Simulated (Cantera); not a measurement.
What does this Cantera script print?

```python
import numpy as np
import cantera as ct

gas = ct.Solution("gri30.yaml")


def delay(T, t_max=10):
    gas.TPX = T, 1000000, {'CO': 1, 'H2': 0.21, 'CH4': 0.73, 'O2': 1.15, 'N2': 4.31}
    reactor = ct.IdealGasReactor(gas, clone=False)
    net = ct.ReactorNet([reactor])
    net.rtol, net.atol = 1e-8, 1e-16
    while net.time < t_max:
        t_old, T_old = net.time, reactor.T
        net.step()
        if reactor.T > T + 400:  # ignition: a rise of 400 K
            return t_old + (T + 400 - T_old) / (reactor.T - T_old) * (net.time - t_old)
    return np.nan


taus = []
for T in [1100, 1175, 1250, 1325, 1400]:
    taus.append(delay(T))
    print(f"T0 = {T:6g} K   tau = {taus[-1]:.4e} s")

# d ln(tau) / d ln(k), from doubling and halving each rate constant
T, sens = 1250, []
for i in range(gas.n_reactions):
    gas.set_multiplier(2.0, i)
    up = delay(T)
    gas.set_multiplier(0.5, i)
    down = delay(T)
    gas.set_multiplier(1.0, i)
    sens.append((np.log(up / down) / np.log(4.0), gas.reaction(i).equation))
sens.sort(key=lambda x: -abs(x[0]))
print(f"sensitivities at {T} K")
for s, eq in sens[:10]:
    print(f"{s:8.3f}  {eq}")
```

Output:

```
T0 =   1100 K   tau = 2.1185e-03 s
T0 =   1175 K   tau = 1.0800e-03 s
T0 =   1250 K   tau = 5.9040e-04 s
T0 =   1325 K   tau = 3.2593e-04 s
T0 =   1400 K   tau = 1.8042e-04 s
sensitivities at 1250 K
  -1.082  H + O2 <=> O + OH
   0.810  2 CH3 (+M) <=> C2H6 (+M)
  -0.529  CH3 + HO2 <=> CH3O + OH
   0.515  CH4 + OH <=> CH3 + H2O
   0.330  CO + HO2 <=> CO2 + OH
  -0.283  H2 + OH <=> H + H2O
   0.182  CH3 + H (+M) <=> CH4 (+M)
  -0.182  CO + OH <=> CO2 + H
  -0.141  CH3 + O2 <=> CH3O + O
  -0.115  CH3 + O2 <=> CH2O + OH
```

Detailed kinetics in Cantera: GRI-Mech 3.0 (53 species, 325 reactions).
